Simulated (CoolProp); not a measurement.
Vapour-liquid equilibrium of dimethyl ether (1) + methanol (2) at 307.4 K; x and y are mole fractions of (1).

Values from CoolProp's multi-fluid Helmholtz-energy mixture model, Wu 2011 and de Reuck 1993; pair parameters Bell 2016.

| x | bubble pressure (kPa) | y at the bubble point | dew pressure at overall composition x (kPa) | liquid density (mol/L) |
|---|---|---|---|---|
| 0.05 | 102.7 | … | … | 23.61 |
| 0.2 | … | 0.914 | 33.74 | 21.76 |
| 0.35 | 409.9 | 0.945 | … | … |
| 0.5 | … | 0.958 | 53.58 | 18.52 |
| 0.65 | 565.6 | 0.968 | 75.97 | 17.07 |
| 0.8 | 637.1 | 0.978 | 130.5 | 15.72 |
| 0.95 | … | 0.993 | 442.1 | … |

Question: What belongs in the gaps?

Answer: 
- 0.05, y at the bubble point: 0.743
- 0.05, dew pressure at overall composition x (kPa): 28.45
- 0.2, bubble pressure (kPa): 285.2
- 0.35, dew pressure at overall composition x (kPa): 41.40
- 0.35, liquid density (mol/L): 20.08
- 0.5, bubble pressure (kPa): 496.2
- 0.95, bubble pressure (kPa): 727.3
- 0.95, liquid density (mol/L): 14.44

No azeotrope shows between x = 0.05 and 0.95.

Pair parameters are fitted to limited data, so mixtures are less certain than the pure fluids. With so large a gap from Raoult's law the liquid may split in two, which this calculation doesn't test in full.
